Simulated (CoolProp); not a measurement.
Values from CoolProp's reference Helmholtz-energy equation of state, Lemmon 2013.

Q: For propylene, give the phase and the cv (kJ/(kg K)), expansivity (1/kK) at 529.9 K and 19.7 MPa.

A: 
- 529.9 K and 19.7 MPa: supercritical; cv 2.24, expansivity 3.90
